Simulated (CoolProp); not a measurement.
Values from CoolProp's reference Helmholtz-energy equation of state, Lemmon 2005. It is a short technical equation, of lower accuracy than the large ones.

Q: For isobutene, give the phase and the cv (kJ/(kg K)), speed of sound (m/s), Joule-Thomson coefficient (K/MPa), isothermal compressibility (1/MPa) at 285.9 K and 17 bar.

A: 
- 285.9 K and 17 bar: liquid; cv 1.60, speed of sound 959, Joule-Thomson coefficient -0.316, isothermal compressibility 0.00258
